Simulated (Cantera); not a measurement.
# Fe2O3 + H2O (chemical vapour transport)

A closed system holds: 1 mol Fe2O3, 0.032 mol H2O, at 58.0 mbar.

Cantera equilibrium calculation (NASA polynomials, part measured and part estimated; ideal gas, pure solids and liquids). Candidate condensed phases: Fe, FeO, Fe(OH)2, Fe(OH)3, Fe2O3, Fe3O4, H2O; 12 gas species. Mutual solubility and eutectic melting of coexisting phases are not modelled. The numbers say what is thermodynamically allowed, not how fast it happens.

```
T (°C)  x H2O      x O2     x H2     x OH  x Fe(OH)2       x H       x O  n Fe2O3(s)  n Fe3O4(s)
------  -----  --------  -------  -------  ---------  --------  --------  ----------  ----------
802     1.000   1.26e-6  2.59e-6  1.43e-7    1.32e-9  9.81e-11  6.11e-12        1.00           0
827     1.000   1.92e-6  3.95e-6  2.41e-7    2.65e-9  2.13e-10  1.43e-11        1.00           0
852     1.000   2.86e-6  5.92e-6  3.95e-7    5.17e-9  4.49e-10  3.24e-11        1.00           0
877     1.000   4.20e-6  8.71e-6  6.35e-7    9.76e-9  9.14e-10  7.07e-11        1.00           0
902     1.000   6.06e-6  1.26e-5  9.99e-7    1.79e-8   1.81e-9  1.49e-10        1.00           0
927     1.000   8.61e-6  1.80e-5  1.54e-6    3.22e-8   3.47e-9  3.05e-10        1.00           0
952     1.000   1.99e-5  1.97e-5  2.66e-6    4.96e-8   5.74e-9  7.80e-10       1.000           0
977     1.000   5.02e-5  2.02e-5  4.60e-6    7.30e-8   9.02e-9   2.04e-9       1.000           0
1002    1.000  0.000122  2.08e-5  7.81e-6    1.06e-7   1.40e-8   5.12e-9       1.000           0
1027    1.000  0.000285  2.13e-5  1.30e-5    1.51e-7   2.12e-8   1.24e-8       1.000           0
1052    0.999  0.000647  2.19e-5  2.12e-5    2.13e-7   3.18e-8   2.91e-8       1.000     8.21e-5
```
x: gas mole fraction; n: condensed amount in mol.

From 802 °C to 1027 °C the condensed part is Fe2O3(s). At 1052 °C the condensed part is Fe2O3(s) + Fe3O4(s).
